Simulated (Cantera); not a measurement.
## Equilibrium for silicon oxide and oxynitride deposition: SiH₄ + O₃ + H₂ + H₂O

Charge: 1 mol SiH₄, 0.25 mol O₃, 87 mol H₂, 7.5 mol H₂O, held at 0.0330 bar.

These are equilibrium values from Cantera (NASA tables, ideal gas, pure condensed phases), not measurements of a reactor. Candidate condensed phases: H₂O, Si, SiO₂; 18 gas species. The tables hold silica as quartz up to 1696 K and as liquid above; real silica turns to tridymite and cristobalite and melts near 1996 K. The numbers say what is thermodynamically allowed, not how fast it happens.

From 925 °C to 1375 °C the condensed part is SiO₂(β-quartz). From 1425 °C to 1525 °C the condensed part is SiO₂(condensed).

```tsv
T (°C)	log p H₂	log p H₂O	log p H	log p SiO	log p OH	n SiO₂(β-quartz)	n SiO₂(condensed)
925	-1.51	-2.67	-7.48	-12.39	-10.74	1.00	0
975	-1.51	-2.67	-7.09	-11.43	-10.24	1.00	0
1025	-1.51	-2.67	-6.73	-10.55	-9.77	1.00	0
1075	-1.51	-2.67	-6.39	-9.74	-9.34	1.000	0
1125	-1.51	-2.67	-6.08	-8.98	-8.94	1.000	0
1175	-1.51	-2.67	-5.79	-8.28	-8.57	1.000	0
1225	-1.51	-2.67	-5.52	-7.63	-8.23	1.000	0
1275	-1.51	-2.67	-5.27	-7.02	-7.90	1.000	0
1325	-1.51	-2.67	-5.03	-6.45	-7.60	0.999	0
1375	-1.51	-2.67	-4.81	-5.92	-7.31	0.996	0
1425	-1.51	-2.67	-4.60	-5.42	-7.04	0	0.989
1475	-1.51	-2.67	-4.40	-4.96	-6.79	0	0.968
1525	-1.51	-2.66	-4.21	-4.52	-6.54	0	0.912
```
log p: log10 of the partial pressure in bar; n: condensed amount in mol.
